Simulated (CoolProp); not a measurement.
Values from CoolProp's reference Helmholtz-energy equation of state, Lemmon 2006. It is a short technical equation, of lower accuracy than the large ones.

Problem. Give the vapour pressure (MPa), liquid density (kg/m³), enthalpy of vaporisation (kJ/kg), liquid cp (kJ/(kg K)) of saturated n-nonane at 118.75, 124.45, 141.45 °C.

Solution. 
| T (°C) | p (MPa) | liquid density (kg/m³) | enthalpy of vaporisation (kJ/kg) | liquid cp (kJ/(kg K)) |
|---|---|---|---|---|
| 118.75 | 0.0399 | 637 | 309 | 2.59 |
| 124.45 | 0.0477 | 633 | 305 | 2.62 |
| 141.45 | 0.0787 | 617 | 295 | 2.69 |
